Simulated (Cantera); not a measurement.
Input (Python, Cantera):

```python
import numpy as np
import cantera as ct

gas = ct.Solution("gri30.yaml")
gas.TPX = 1550, 1900, {'C2H6': 1, 'H2': 18}
inlet = ct.Reservoir(gas, clone=True)

reactor = ct.IdealGasConstPressureReactor(gas, energy="off", clone=False)
exhaust = ct.Reservoir(gas, clone=True)
tau = [1.8, 0.92, 0.47, 0.23, 0.12, 0.06, 0.03, 0.015, 0.0077][0]
for a, b in ((inlet, reactor), (reactor, exhaust)):
    ct.MassFlowController(a, b, mdot=lambda t: reactor.mass / tau)
net = ct.ReactorNet([reactor])
show = ['C2H6', 'H2', 'CH2', 'C2H4', 'CH3']

rows = []
print(f"{'tau/s':>10s}{'T/K':>9s}" + "".join(f"{s:>11s}" for s in show))
for tau in [1.8, 0.92, 0.47, 0.23, 0.12, 0.06, 0.03, 0.015, 0.0077]:
    net.initial_time = 0.0
    net.advance(30 * tau)
    before = gas.X
    net.advance(40 * tau)
    drift = np.max(np.abs(gas.X - before) / (gas.X + 1e-9))
    rows.append([gas.T, *gas[show].X, drift])
    print(f"{tau:10.3e}{gas.T:9.1f}" + "".join(f"{x:11.3e}" for x in gas[show].X))
```

It prints:

```
     tau/s      T/K       C2H6         H2        CH2       C2H4        CH3
 1.800e+00   1550.0  3.412e-05  9.373e-01  1.019e-07  3.738e-04  2.630e-04
 9.200e-01   1550.0  5.881e-05  9.354e-01  1.481e-07  5.340e-04  3.415e-04
 4.700e-01   1550.0  1.012e-04  9.334e-01  2.123e-07  7.904e-04  4.405e-04
 2.300e-01   1550.0  1.804e-04  9.311e-01  3.053e-07  1.228e-03  5.716e-04
 1.200e-01   1550.0  3.058e-04  9.291e-01  4.160e-07  1.848e-03  7.163e-04
 6.000e-02   1550.0  5.385e-04  9.269e-01  5.649e-07  2.850e-03  8.995e-04
 3.000e-02   1550.0  9.524e-04  9.250e-01  7.493e-07  4.318e-03  1.116e-03
 1.500e-02   1550.0  1.691e-03  9.234e-01  9.751e-07  6.310e-03  1.376e-03
 7.700e-03   1550.0  2.942e-03  9.225e-01  1.239e-06  8.595e-03  1.681e-03
```

Computed with Cantera and GRI-Mech 3.0 (53 species, 325 reactions). GRI-Mech 3.0 stops at C3 and has no aromatics, soot or wall deposition, so with more carbon than oxygen in the feed, carbon stays in small species such as C2H2 where larger ones or solid carbon would form. Radical loss at walls, strong at low pressure, is not modelled.
